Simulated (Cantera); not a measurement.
A diamond (100) surface in a fixed gas of H2 with x(CH4) = 0.002, x(CH3) = 0.00013, at 1050 K, 0.158 atm; coverages are run to steady state.

Cantera simulation using the Harris–Goodwin 1993 mechanism for the reconstructed diamond (100) surface; the numbers are that mechanism's predictions, not measurements.

One state of this run: growth (µm/h) = 12.6; θ c6HH = 0.543; θ c6H* = 0.0225; θ c6*H = 0.401; θ c6** = 0.0130; θ c6HM = 0.0144. θ: site fractions in the mechanism's names (c6HH fully hydrogenated, c6H* and c6*H radical sites, c6** diradical, c6HM methylated).

Task: Which value of x(H) does it belong to?
A. 0.00021
B. 0.0001
C. 0.00042
D. 0.0037

Result: D, 0.0037
